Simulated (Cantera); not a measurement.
**Thermodynamics of calcination and drying, feed Mg(OH)2 + CO2**

A closed system holds: 1 mol Mg(OH)2, 0.66 mol CO2, held at 65000 Pa.

Cantera equilibrium calculation (NASA polynomials, part measured and part estimated; ideal gas, pure solids and liquids). Candidate condensed phases: C, C6H6, C7H8, C8H18, H2O, Mg, MgCO3, MgO, Mg(OH)2; 116 gas species. Equilibrium is a limit: real reactors are often held back by kinetics, nucleation or transport.

| T (K) | x H2O | x CO2 | x CO | x O2 | n MgO(s) |
|---|---|---|---|---|---|
| 1550 | 0.602 | 0.397 | 0.000325 | 0.000235 | 1.00 |
| 1600 | 0.602 | 0.397 | 0.000515 | 0.000363 | 1.000 |
| 1650 | 0.602 | 0.397 | 0.000794 | 0.000545 | 1.000 |
| 1700 | 0.601 | 0.396 | 0.00119 | 0.000800 | 1.000 |
| 1750 | 0.601 | 0.395 | 0.00175 | 0.00115 | 1.000 |
| 1800 | 0.600 | 0.394 | 0.00251 | 0.00161 | 1.000 |
| 1850 | 0.599 | 0.393 | 0.00352 | 0.00222 | 1.000 |
| 1900 | 0.598 | 0.391 | 0.00485 | 0.00301 | 1.000 |
| 1950 | 0.596 | 0.389 | 0.00656 | 0.00402 | 1.000 |
| 2000 | 0.594 | 0.386 | 0.00873 | 0.00527 | 1.000 |
| 2050 | 0.592 | 0.383 | 0.0114 | 0.00682 | 1.000 |
| 2100 | 0.589 | 0.378 | 0.0147 | 0.00869 | 1.000 |
| 2150 | 0.585 | 0.373 | 0.0188 | 0.0109 | 1.000 |
x: gas mole fraction; n: condensed amount in mol.

From 1550 K to 2150 K the condensed part is MgO(s). The main Mg-bearing gas is Mg(OH)2 throughout.
